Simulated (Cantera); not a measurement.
A closed system holds: 1 mol Fe₂O₃, 1 mol CH₄, 3.1 mol H₂, held at 1348 K and 13.3 mbar.

Cantera equilibrium calculation (NASA polynomials, part measured and part estimated; ideal gas, pure solids and liquids). Candidate condensed phases: C, C₆H₆, C₇H₈, C₈H₁₈, Fe, Fe(CO)₅, FeO, Fe(OH)₂, Fe(OH)₃, Fe₂O₃, Fe₃O₄, H₂O; 114 gas species. Mutual solubility and eutectic melting of coexisting phases are not modelled. The tables' stoichiometric FeO is somewhat more stable than real wüstite, so its field is too wide. FeO: taken at fixed stoichiometry. Kinetics and transport are ignored.

Base state: H₂ 0.619, H₂O 0.217, CO 0.139, CO₂ 0.0249, H 1.58e-5 (mole fractions); condensed: Fe(γ) + FeO(s).

Problem. What changes in the equilibrium state with this change: temperature from 1348 K to 2500 K?

Solution. 
```csv
species,before,after
H₂,0.619,0.323
Fe,3.06e-7,0.222
H₂O,0.217,0.191
H,1.58e-5,0.124
OH,8.91e-8,0.0152
CO₂,0.0249,0.00996
CO,0.139,0.104
FeO,<1e-9,0.00678
O,<1e-9,0.00383
O₂,<1e-9,0.000929
Fe(OH)₂,6.67e-7,5.08e-5
"Fe(γ), mol",1.48,0
"FeO(s), mol",0.523,0
```
